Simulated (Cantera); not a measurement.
A perfectly stirred reactor is fed with 1.55 % C3H8, 19.3 % O2, 72.8 % N2, 6.35 % CO2, equivalence ratio 0.40, at 7.00 bar; it is adiabatic with a 550 K inlet, and is followed from long to short residence time, starting on the burning branch (τ in s: 0.031, 0.014, 0.006, 0.0026, 0.0012, 0.00051, 0.00022, 9.8e-05, 4.3e-05, 1.9e-05, 8.3e-06, 3.6e-06).

Cantera simulation using GRI-Mech 3.0 (53 species, 325 reactions); the numbers are that mechanism's predictions, not measurements. GRI-Mech 3.0 was tuned for natural gas; its chemistry of propane as a main component is partial and can be far from experiment.

Q: Predict: blow-out, bracketed by the residence times tried; x(C3H8) at τ = 31.0 ms; x(O2) at τ = 31.0 ms; x(CO2) at τ = 31.0 ms; x(O) at τ = 31.0 ms; x(C3H8) at τ = 0.220 ms; x(O2) at τ = 0.220 ms; x(CO2) at τ = 0.220 ms.

A: 
```json
{
 "blow_out_bracketed_by_the_residence_times_tried": "burning at 6.00 ms, out at 2.60 ms",
 "x(C3H8) at τ = 31.0 ms": "1.21e-5",
 "x(O2) at τ = 31.0 ms": "0.115",
 "x(CO2) at τ = 31.0 ms": "0.107",
 "x(O) at τ = 31.0 ms": "6.58e-6",
 "x(C3H8) at τ = 0.220 ms": "0.0155",
 "x(O2) at τ = 0.220 ms": "0.193",
 "x(CO2) at τ = 0.220 ms": "0.0635"
}
```
